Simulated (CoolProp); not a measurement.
R125 at 488.28 K and 4.91 MPa flows at 0.28 m/s in a round tube of 10 mm bore and 45 µm roughness, fully developed (64/Re and Nu = 3.66 if laminar; Colebrook and Gnielinski if turbulent). Each further row changes one setting.

Computed with CoolProp (reference Helmholtz-energy equation of state, Lemmon 2005).

```json
[
 {"case": "as stated", "Reynolds number": "19700", "Darcy friction factor": "[?]", "pressure drop (Pa/m)": "21.6", "heat-transfer coefficient (W/(m² K))": "[?]", "mass flow (kg/h)": "12.9"},
 {"case": "velocity 0.56 m/s", "Reynolds number": "39400", "Darcy friction factor": "0.0318", "pressure drop (Pa/m)": "81.2", "heat-transfer coefficient (W/(m² K))": "[?]", "mass flow (kg/h)": "25.8"},
 {"case": "diameter 20 mm", "Reynolds number": "39400", "Darcy friction factor": "0.0277", "pressure drop (Pa/m)": "8.84", "heat-transfer coefficient (W/(m² K))": "[?]", "mass flow (kg/h)": "51.6"}
]
```

What belongs in the gaps?


- as stated, Darcy friction factor: 0.0338
- as stated, heat-transfer coefficient (W/(m² K)): 233
- velocity 0.56 m/s, heat-transfer coefficient (W/(m² K)): 448
- diameter 20 mm, heat-transfer coefficient (W/(m² K)): 194

Viscosity comes from a separate model (Huber 2006). Thermal conductivity comes from a separate model (Perkins 2006).
